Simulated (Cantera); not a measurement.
What does this Cantera script print?

```python
import numpy as np
import cantera as ct

gas_names = [...]  # 92 gases of nasa_gas.yaml made of C, H, N
cond_names = """
    C(gr) C6H6(L) C7H8(L) C8H18(L),n-octa
""".split()


# ... load() reads the species with a 1 bar reference pressure and builds the phases ...
atoms = {
    'CH4': {'C': 1, 'H': 4},
    'H2': {'H': 2},
    'N2': {'N': 2},
}
top_T = {'C(gr)': 4500}  # K; cautious upper limits of use, not melting points


# ... equilibrate(T, P, feed) seeds the gas with the atoms and calls Mixture.equilibrate('TP', solver="vcs", rtol=1e-11, max_steps=5000) ...
results = []
feed = {'CH4': 1, 'H2': 1.8, 'N2': 0.21}  # mol
P = 800000  # Pa
for T in [625, 775, 925, 1075, 1225, 1375, 1525]:
    mix = equilibrate(T, P, feed)
    results.append((T, P, feed, dict(zip(mix.species_names, mix.species_moles))))
    x = sorted(zip(gas.X, gas.species_names), reverse=True)
    print(f"T = {T:g} K  P = {P:g} Pa  gas = {mix.phase_moles(0):.4g} mol")
    print("   x: " + "  ".join(f"{s} {v:.3e}" for v, s in x if v > 1e-06))
    print("   condensed (mol): " + ("  ".join(f"{mix.phase(i).name} {mix.phase_moles(i):.4g}"
          for i in range(1, mix.n_phases) if mix.phase_moles(i) > 1e-12) or "none"))
```

Output:

```
T = 625 K  P = 800000 Pa  gas = 2.941 mol
   x: H2 5.768e-01  CH4 3.400e-01  N2 5.964e-02  NH3 2.354e-02
   condensed (mol): none
T = 775 K  P = 800000 Pa  gas = 2.999 mol
   x: H2 5.947e-01  CH4 3.335e-01  N2 6.817e-02  NH3 3.713e-03  C2H6 2.645e-06
   condensed (mol): none
T = 925 K  P = 800000 Pa  gas = 3.007 mol
   x: H2 5.972e-01  CH4 3.325e-01  N2 6.935e-02  NH3 9.668e-04  C2H6 1.604e-05
   condensed (mol): none
T = 1075 K  P = 800000 Pa  gas = 3.348 mol
   x: H2 7.396e-01  CH4 1.974e-01  N2 6.250e-02  NH3 4.656e-04  C2H6 1.719e-05  C2H4 3.555e-06  HCN 3.408e-06
   condensed (mol): C(gr) 0.3391
T = 1225 K  P = 800000 Pa  gas = 3.717 mol
   x: H2 8.648e-01  CH4 7.856e-02  N2 5.636e-02  NH3 2.603e-04  HCN 2.158e-05  C2H4 8.067e-06  C2H6 6.399e-06
   condensed (mol): C(gr) 0.7078
T = 1375 K  P = 800000 Pa  gas = 3.881 mol
   x: H2 9.126e-01  N2 5.399e-02  CH4 3.316e-02  NH3 1.513e-04  HCN 8.960e-05  C2H4 1.322e-05  C2H6 2.387e-06  C2H2,acetylene 1.623e-06  H 1.157e-06
   condensed (mol): C(gr) 0.8708
T = 1525 K  P = 800000 Pa  gas = 3.947 mol
   x: H2 9.308e-01  N2 5.301e-02  CH4 1.581e-02  HCN 2.793e-04  NH3 9.512e-05  C2H4 1.866e-05  C2H2,acetylene 1.125e-05  H 8.069e-06  HNC 5.106e-06  CH3 2.781e-06  CH3CN 1.529e-06  C2H6 1.005e-06
   condensed (mol): C(gr) 0.9362
```

Cantera equilibrium calculation (NASA polynomials, part measured and part estimated; ideal gas, pure solids and liquids).
